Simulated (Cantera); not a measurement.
Cantera run, input and output.

```python
import numpy as np
import cantera as ct

gas = ct.Solution("h2o2.yaml")
gas.TPX = 925, 35000, {'H2': 0.42, 'O2': 1, 'N2': 4.8}
reactor = ct.IdealGasConstPressureReactor(gas, energy="off", clone=False)
net = ct.ReactorNet([reactor])
net.rtol, net.atol = 1e-08, 1e-18
show = ['H2', 'O2', 'H2O2', 'HO2', 'O', 'H']
times = np.geomspace(6e-06, 2, 11)

steps = ct.SolutionArray(gas, extra=["t"])
rows = []
print(f"{'t/s':>10s}{'T/K':>9s}{'P/Pa':>11s}" + "".join(f"{s:>11s}" for s in show))
for t in times:
    while net.time < t:
        t_next = net.step()
        steps.append(gas.state, t=t_next)
    rows.append([np.interp(t, steps.t, y) for y in (steps.T, steps.P, *steps(*show).X.T)])
    print(f"{t:10.3e}{rows[-1][0]:9.1f}{rows[-1][1]:11.4g}" + "".join(f"{x:11.3e}" for x in rows[-1][2:]))
rate = np.gradient(steps.T, steps.t)
print("integrator steps:", len(steps.t))
if steps.T.max() > steps.T[0] + 200:
    print(f"time of steepest temperature rise: {steps.t[rate.argmax()]:.4e} s")
gas.TPX = 925, 35000, {'H2': 0.42, 'O2': 1, 'N2': 4.8}
gas.equilibrate("TP")
print(f"equilibrium (TP): T = {gas.T:.1f} K  " + "  ".join(f"{s} {gas[s].X[0]:.3e}" for s in show))
```

It prints:

```
       t/s      T/K       P/Pa         H2         O2       H2O2        HO2          O          H
 6.000e-06    925.0    3.5e+04  6.752e-02  1.608e-01  3.790e-17  1.895e-12  8.831e-14  1.663e-12
 2.140e-05    925.0    3.5e+04  6.752e-02  1.608e-01  5.191e-16  7.525e-12  8.623e-13  5.500e-12
 7.634e-05    925.0    3.5e+04  6.752e-02  1.608e-01  8.327e-15  3.726e-11  6.802e-12  2.248e-11
 2.723e-04    925.0    3.5e+04  6.752e-02  1.608e-01  2.608e-13  4.871e-10  1.019e-10  2.804e-10
 9.712e-04    925.0    3.5e+04  6.752e-02  1.608e-01  6.156e-10  7.669e-07  1.652e-07  4.487e-07
 3.464e-03    925.0    3.5e+04  9.492e-03  1.355e-01  4.455e-06  4.018e-05  7.875e-05  5.764e-05
 1.236e-02    925.0    3.5e+04  5.251e-03  1.337e-01  2.174e-05  2.788e-05  4.363e-06  1.683e-06
 4.407e-02    925.0    3.5e+04  4.309e-03  1.333e-01  5.306e-05  2.102e-05  1.310e-06  4.277e-07
 1.572e-01    925.0    3.5e+04  2.785e-03  1.326e-01  6.228e-05  1.639e-05  8.442e-07  2.083e-07
 5.607e-01    925.0    3.5e+04  9.579e-04  1.318e-01  2.382e-05  8.245e-06  3.951e-07  4.765e-08
 2.000e+00    925.0    3.5e+04  1.373e-04  1.315e-01  1.733e-06  1.963e-06  6.441e-08  2.938e-09
integrator steps: 1561
equilibrium (TP): T = 925.0 K  H2 2.562e-12  O2 1.314e-01  H2O2 1.497e-11  HO2 1.152e-10  O 8.263e-12  H 7.092e-16
```

Computed with Cantera and the H2/O2 subset of GRI-Mech 3.0, which has no nitrogen chemistry. Below about 950 K walls govern HO2 and H2O2 in real vessels. The temperature is held fixed by assumption; the heat of reaction is taken as removed at once.
